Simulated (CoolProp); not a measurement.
50 sccm (0 °C, 1 atm) of nitrogen bubbles through liquid ethanol at 314.3 K and leaves saturated at a total pressure of 0.15 MPa (ideal gas phase). Each further row changes one setting.

Computed with CoolProp (reference Helmholtz-energy equation of state, Schroeder 2014).

| case | vapour pressure (kPa) | mole fraction of vapour | delivery (mg/min) | delivery (sccm) | change of delivery for a bath 1 K warmer (%) |
|---|---|---|---|---|---|
| as stated | 19.0 | ___ | 14.9 | 7.24 | 6.0 |
| bath temperature 319.3 K | 24.4 | 0.163 | ___ | ___ | 6.1 |
| total pressure 0.3 MPa | 19.0 | ___ | ___ | 3.37 | ___ |

Problem. What belongs in the gaps?

Solution. 
- as stated, mole fraction of vapour: 0.126
- bath temperature 319.3 K, delivery (mg/min): 19.9
- bath temperature 319.3 K, delivery (sccm): 9.71
- total pressure 0.3 MPa, mole fraction of vapour: 0.0632
- total pressure 0.3 MPa, delivery (mg/min): 6.94
- total pressure 0.3 MPa, change of delivery for a bath 1 K warmer (%): 5.6
